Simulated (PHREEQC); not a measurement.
Copper plating or etch bath: speciation

Make-up at 25 °C: 0.0027 mol Cu(BF4)2 and 0.00017 mol HBF4 per kg of water. It is in equilibrium with CO2 at log p = -3.4 (atm). Otherwise closed; pH follows from the charge balance.

Model: ion-association model, phreeqc.dat, run in PHREEQC.

Each row changes one thing in this solution. No solid was allowed to form.

```json
[
 {"case": "as made", "pH": "2.95", "ionic strength (mol/kgw)": "0.00918", "BF4- (mol/kgw)": "0.00381", "HF (mol/kgw)": "0.00309", "F- (mol/kgw)": "0.00205", "H3BO3 (mol/kgw)": "0.00110"},
 {"case": "HBF4 from 0.00017 to 0.0017 mol/kgw", "pH": "2.71", "ionic strength (mol/kgw)": "0.0101", "BF4- (mol/kgw)": "0.00528", "HF (mol/kgw)": "0.00382", "F- (mol/kgw)": "0.00147", "H3BO3 (mol/kgw)": "?"},
 {"case": "HBF4 from 0.00017 to 0.00034 mol/kgw", "pH": "2.92", "ionic strength (mol/kgw)": "0.00927", "BF4- (mol/kgw)": "0.00398", "HF (mol/kgw)": "0.00318", "F- (mol/kgw)": "0.00197", "H3BO3 (mol/kgw)": "0.00110"},
 {"case": "temperature from 25 to 10 °C", "pH": "2.93", "ionic strength (mol/kgw)": "0.00927", "BF4- (mol/kgw)": "0.00402", "HF (mol/kgw)": "0.00245", "F- (mol/kgw)": "0.00199", "H3BO3 (mol/kgw)": "0.000942"},
 {"case": "0.0028 mol/kgw Na2CO3 added", "pH": "3.79", "ionic strength (mol/kgw)": "0.0134", "BF4- (mol/kgw)": "0.00258", "HF (mol/kgw)": "0.00152", "F- (mol/kgw)": "0.00714", "H3BO3 (mol/kgw)": "0.00180"},
 {"case": "Cu(BF4)2 from 0.0027 to 0.00054 mol/kgw", "pH": "3.07", "ionic strength (mol/kgw)": "0.00249", "BF4- (mol/kgw)": "0.000351", "HF (mol/kgw)": "?", "F- (mol/kgw)": "0.00147", "H3BO3 (mol/kgw)": "?"}
]
```

Question: What belongs in the gaps?

Answer: 
- HBF4 from 0.00017 to 0.0017 mol/kgw, H3BO3 (mol/kgw): 0.00113
- Cu(BF4)2 from 0.0027 to 0.00054 mol/kgw, HF (mol/kgw): 0.00176
- Cu(BF4)2 from 0.0027 to 0.00054 mol/kgw, H3BO3 (mol/kgw): 0.000769

Complexes and solids missing from the database can't appear. Constants without temperature data keep their 25 °C values here. Real BF4- forms and hydrolyses slowly; the run takes it at equilibrium.
